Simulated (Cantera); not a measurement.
Charge: 1 mol PbO, a varied amount of H₂, held at 825 K and 8.30 bar.

Equilibrium computed with Cantera from the NASA thermochemical tables; the gas is ideal and each condensed phase is pure. Candidate condensed phases: H₂O, Pb, PbO, PbO₂, Pb₃O₄; 12 gas species. Kinetics and transport are ignored.

### Question
Which condensed phases are stable at each of these points (n(H₂) (mol)): 0.18, 0.29, 0.48, 0.79, 1.3, 2.1, 3.5, 5.8, 9.5, 16?

### Answer
| n(H₂) (mol) | condensed phases | Pb condensed (%) |
|---|---|---|
| 0.18 | Pb(l) + PbO(yellow) | 100.0 |
| 0.29 | Pb(l) + PbO(yellow) | 100.0 |
| 0.48 | Pb(l) + PbO(yellow) | 100.0 |
| 0.79 | Pb(l) + PbO(yellow) | 100.0 |
| 1.3 | Pb(l) | 100.0 |
| 2.1 | Pb(l) | 100.0 |
| 3.5 | Pb(l) | 100.0 |
| 5.8 | Pb(l) | 100.0 |
| 9.5 | Pb(l) | 100.0 |
| 16 | Pb(l) | 100.0 |

From 0.18 mol H₂ to 0.79 mol H₂ the condensed part is Pb(l) + PbO(yellow). From 1.3 mol H₂ to 16 mol H₂ the condensed part is Pb(l).
